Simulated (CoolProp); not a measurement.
Vapour-liquid equilibrium of R22 (1) + methanol (2) at 0.0799 MPa; x and y are mole fractions of (1).

Computed with CoolProp (multi-fluid Helmholtz-energy mixture model, Kamei 1995 and de Reuck 1993; pair parameters Bell 2016).

### Question
Give the bubble temperature and the first vapour's composition at x = 0.05, 0.2, 0.875. Is there an azeotrope?

### Answer
x = 0.05: 290.0 K, y = 0.866; x = 0.2: 254.0 K, y = 0.988; x = 0.875: 229.8 K, y = 0.999. No azeotrope shows between x = 0.05 and 0.95.

The pair parameters rest on a limited set of measurements; away from them the model extrapolates. With so large a gap from Raoult's law the liquid may split in two, which this calculation doesn't test in full.
